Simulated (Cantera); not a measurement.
Source: NASA polynomial tables (part measured, part estimated), evaluated in Cantera. Values are per mole of reaction as written; species without (g) are pure solids or liquids, kept so even where they would boil at 1 bar.

a) 2 Ca + S₂(g) → 2 CaS
b) C + S₂(g) → CS₂(g)
c) 2 H₂(g) + S₂(g) → 2 H₂S(g)
d) 2 Pb + S₂(g) → 2 PbS(g)

Q: Order these by ΔG° at 798 K, most negative first.

A: a (-918 kJ), c (-101 kJ), b (-16 kJ), d (28 kJ)
